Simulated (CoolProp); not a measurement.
Vapour-liquid equilibrium of acetone (1) + n-nonane (2) at 7.21 bar; x and y are mole fractions of (1).

Model: multi-fluid Helmholtz-energy mixture model, Lemmon 2006 and Lemmon 2006; pair parameters Bell 2016, in CoolProp.

| x | bubble temperature (K) | y at the bubble point | dew temperature at overall composition x (K) | liquid density (mol/L) |
|---|---|---|---|---|
| 0.05 | 496.8 | 0.281 | 513.9 | 4.258 |
| 0.15 | 464.3 | 0.624 | 506.7 | 4.810 |
| 0.25 | 444.4 | 0.768 | 499.3 | 5.301 |
| 0.35 | 432.5 | 0.835 | 491.2 | 5.779 |
| 0.45 | 424.9 | 0.873 | 482.4 | 6.285 |
| 0.55 | 419.4 | 0.899 | 472.6 | 6.851 |
| 0.65 | 414.9 | 0.920 | 461.1 | 7.513 |
| 0.75 | 410.9 | 0.940 | 447.2 | 8.308 |
| 0.85 | 406.9 | 0.962 | 429.5 | 9.289 |
| 0.95 | 403.0 | 0.986 | 409.0 | 10.53 |

No azeotrope shows between x = 0.05 and 0.95.

Pair parameters are fitted to limited data, so mixtures are less certain than the pure fluids.
